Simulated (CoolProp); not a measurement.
Ethanol along the isobar 73.2 bar: density (kg/m³) from the reference equation and from simpler models built on Tc = 514.7 K, pc = 62.68 bar, ω = 0.644; each cubic takes its own stable root.

Values from CoolProp's reference Helmholtz-energy equation of state, Schroeder 2014.

```json
[
 {"T (K)": "319.1", "phase": "liquid", "reference": "773.9"},
 {"T (K)": "334.3", "phase": "liquid", "reference": "760.8"},
 {"T (K)": "349.6", "phase": "liquid", "reference": "747.0"},
 {"T (K)": "364.9", "phase": "liquid", "reference": "732.4"},
 {"T (K)": "380.1", "phase": "liquid", "reference": "716.9"},
 {"T (K)": "395.4", "phase": "liquid", "reference": "700.0"},
 {"T (K)": "410.7", "phase": "liquid", "reference": "681.4"},
 {"T (K)": "425.9", "phase": "liquid", "reference": "661.0"},
 {"T (K)": "441.2", "phase": "liquid", "reference": "638.0"},
 {"T (K)": "456.5", "phase": "liquid", "reference": "612.3"},
 {"T (K)": "471.8", "phase": "liquid", "reference": "583.1"}
]
```

How far does each simpler model (van der Waals, Redlich-Kwong, Peng-Robinson) lie from the reference over these 11 states: mean and median of the absolute difference, and the worst?


- van der Waals: mean 45.7 %, median 45.7 %, worst -45.9 % at 395.4 K and 73.2 bar
- Redlich-Kwong: mean 24.0 %, median 23.8 %, worst -27.8 % at 471.8 K and 73.2 bar
- Peng-Robinson: mean 6.7 %, median 6.0 %, worst -11.4 % at 471.8 K and 73.2 bar
